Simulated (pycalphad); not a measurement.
CALPHAD calculation (pycalphad, COST 507 light-alloy database (1999)), 1 atm. The database dates from 1999; later assessments differ in places, in temperatures and in the compounds included. Phase fractions are per mole of atoms. Diffusion is slow at the low end, where real alloys seldom reach equilibrium.

Give the equilibrium state of Al-0.09372Si-0.4055Mg (wt.%) at 450 K.


```
T = 450.00 K, P = 101325 Pa, N = 1 mol of atoms
G = -13680 J/mol, H = 3826 J/mol, S = 38.90 J/(mol K)  (SER reference)
chemical potentials (J/mol): Al -13581, Si -41491, Mg -30103
phase             fraction      x(Al)      x(Si)      x(Mg)
FCC_A1              0.9973     0.9973   6.54e-09     0.0027
MG2SI               0.0027       none     0.3333     0.6667
```

Give the equilibrium state of Al-0.09372Si-0.4055Mg (wt.%) at 930 K.

liquid, fraction 0.652, with 0.14 Si, 0.53 Mg wt.%; fcc, fraction 0.348, with 0.01 Si, 0.17 Mg wt.%.

Database names, with the compositions (at.%) that they take in these runs: MG2SI: Mg 67 Si 33. FCC_A1 is fcc. An entry "none" or "no" means that the model of the phase leaves that element out.
